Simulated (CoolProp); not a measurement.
Values from CoolProp's reference Helmholtz-energy equation of state, Wagner 2002.

Q: For water, give the phase and the cv (kJ/(kg K)), Joule-Thomson coefficient (K/MPa) at 605.25 °C and 1.22 bar; 565.35 °C and 348 bar.

A: 
- 605.25 °C and 1.22 bar: gas; cv 1.74, Joule-Thomson coefficient 3.46
- 565.35 °C and 348 bar: supercritical; cv 2.17, Joule-Thomson coefficient 3.11
